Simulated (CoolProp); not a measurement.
Vapour-liquid equilibrium of propylene (1) + propane (2) at 288.9 K; x and y are mole fractions of (1).

Computed with CoolProp (multi-fluid Helmholtz-energy mixture model, Lemmon 2013 and Lemmon 2009; pair parameters Bell 2016).

```json
[
 {"x": "0.05", "bubble pressure (bar)": "7.582", "y at the bubble point": "0.062", "dew pressure at overall composition x (bar)": "7.560", "liquid density (mol/L)": "11.52"},
 {"x": "0.125", "bubble pressure (bar)": "7.749", "y at the bubble point": "0.150", "dew pressure at overall composition x (bar)": "7.701", "liquid density (mol/L)": "11.58"},
 {"x": "0.2", "bubble pressure (bar)": "7.907", "y at the bubble point": "0.235", "dew pressure at overall composition x (bar)": "7.842", "liquid density (mol/L)": "11.64"},
 {"x": "0.275", "bubble pressure (bar)": "8.057", "y at the bubble point": "(withheld)", "dew pressure at overall composition x (bar)": "7.982", "liquid density (mol/L)": "11.70"},
 {"x": "0.35", "bubble pressure (bar)": "8.198", "y at the bubble point": "0.393", "dew pressure at overall composition x (bar)": "8.121", "liquid density (mol/L)": "11.76"},
 {"x": "0.425", "bubble pressure (bar)": "8.331", "y at the bubble point": "0.468", "dew pressure at overall composition x (bar)": "8.256", "liquid density (mol/L)": "11.83"},
 {"x": "0.5", "bubble pressure (bar)": "8.457", "y at the bubble point": "0.540", "dew pressure at overall composition x (bar)": "8.388", "liquid density (mol/L)": "11.89"},
 {"x": "0.575", "bubble pressure (bar)": "(withheld)", "y at the bubble point": "0.611", "dew pressure at overall composition x (bar)": "8.515", "liquid density (mol/L)": "11.96"},
 {"x": "0.65", "bubble pressure (bar)": "8.685", "y at the bubble point": "0.681", "dew pressure at overall composition x (bar)": "8.636", "liquid density (mol/L)": "12.03"},
 {"x": "0.725", "bubble pressure (bar)": "8.787", "y at the bubble point": "0.750", "dew pressure at overall composition x (bar)": "8.751", "liquid density (mol/L)": "(withheld)"},
 {"x": "0.8", "bubble pressure (bar)": "8.883", "y at the bubble point": "0.818", "dew pressure at overall composition x (bar)": "8.858", "liquid density (mol/L)": "12.18"},
 {"x": "0.875", "bubble pressure (bar)": "8.970", "y at the bubble point": "0.886", "dew pressure at overall composition x (bar)": "8.956", "liquid density (mol/L)": "12.26"},
 {"x": "0.95", "bubble pressure (bar)": "9.051", "y at the bubble point": "0.954", "dew pressure at overall composition x (bar)": "9.046", "liquid density (mol/L)": "12.34"}
]
```

Fill in the missing entries.


- 0.275, y at the bubble point: 0.315
- 0.575, bubble pressure (bar): 8.574
- 0.725, liquid density (mol/L): 12.11

No azeotrope shows between x = 0.05 and 0.95.

Pair parameters are fitted to limited data, so mixtures are less certain than the pure fluids.
